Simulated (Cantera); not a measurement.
An isothermal, constant-pressure homogeneous reactor starts with C₂H₆ : N₂ = 1 : 27 (molar parts), at 2023 K and 0.133 bar. Integrator tolerance rtol = 1e-08.

Detailed kinetics in Cantera: GRI-Mech 3.0 (53 species, 325 reactions). GRI-Mech 3.0 stops at C3 and has no aromatics, soot or wall deposition, so with more carbon than oxygen in the feed, carbon stays in small species such as C2H2 where larger ones or solid carbon would form.

**Question.** What does this change do: N2 27 to 87 parts?

**Answer.** 
```
quantity                                              before                                    after
-----------------  -----------------------------------------  ---------------------------------------
x(C₂H₆) at 60.0 s  2.87e-12 (gas-phase equilibrium 1.41e-12)    <1e-12 (gas-phase equilibrium <1e-12)
x(C₂H) at 60.0 s     1.35e-5 (gas-phase equilibrium 2.76e-6)  7.80e-6 (gas-phase equilibrium 6.46e-7)
x(CH₃) at 60.0 s     1.07e-6 (gas-phase equilibrium 9.86e-7)  8.96e-8 (gas-phase equilibrium 1.20e-7)
x(HCN) at 60.0 s      0.00117 (gas-phase equilibrium 0.0532)  0.000397 (gas-phase equilibrium 0.0204)
x(CH₂) at 60.0 s     2.86e-8 (gas-phase equilibrium 2.64e-8)  4.17e-9 (gas-phase equilibrium 5.57e-9)
x(C₂H₄) at 60.0 s    1.70e-6 (gas-phase equilibrium 3.48e-7)  1.87e-7 (gas-phase equilibrium 1.55e-8)
```

**Question.** What does this change do: pressure from 0.133 bar to 1.50 bar?

**Answer.** 
```csv
quantity,before,after
x(C₂H₆) at 60.0 s,2.87e-12 (gas-phase equilibrium 1.41e-12),7.49e-10 (gas-phase equilibrium 1.80e-10)
x(C₂H) at 60.0 s,1.35e-5 (gas-phase equilibrium 2.76e-6),3.60e-6 (gas-phase equilibrium 8.22e-7)
x(CH₃) at 60.0 s,1.07e-6 (gas-phase equilibrium 9.86e-7),6.72e-6 (gas-phase equilibrium 3.33e-6)
x(HCN) at 60.0 s,0.00117 (gas-phase equilibrium 0.0532),0.00775 (gas-phase equilibrium 0.0532)
x(CH₂) at 60.0 s,2.86e-8 (gas-phase equilibrium 2.64e-8),5.35e-8 (gas-phase equilibrium 2.65e-8)
x(C₂H₄) at 60.0 s,1.70e-6 (gas-phase equilibrium 3.48e-7),1.73e-5 (gas-phase equilibrium 3.95e-6)
```

**Question.** What does this change do: pressure from 0.133 bar to 0.0133 bar?

**Answer.** 
```
quantity                                              before                                    after
-----------------  -----------------------------------------  ---------------------------------------
x(C₂H₆) at 60.0 s  2.87e-12 (gas-phase equilibrium 1.41e-12)    <1e-12 (gas-phase equilibrium <1e-12)
x(C₂H) at 60.0 s     1.35e-5 (gas-phase equilibrium 2.76e-6)  4.35e-5 (gas-phase equilibrium 8.82e-6)
x(CH₃) at 60.0 s     1.07e-6 (gas-phase equilibrium 9.86e-7)  1.36e-7 (gas-phase equilibrium 3.04e-7)
x(HCN) at 60.0 s      0.00117 (gas-phase equilibrium 0.0532)  0.000385 (gas-phase equilibrium 0.0530)
x(CH₂) at 60.0 s     2.86e-8 (gas-phase equilibrium 2.64e-8)  1.17e-8 (gas-phase equilibrium 2.61e-8)
x(C₂H₄) at 60.0 s    1.70e-6 (gas-phase equilibrium 3.48e-7)  1.67e-7 (gas-phase equilibrium 3.39e-8)
```
Radical loss at walls, strong at low pressure, is not modelled.
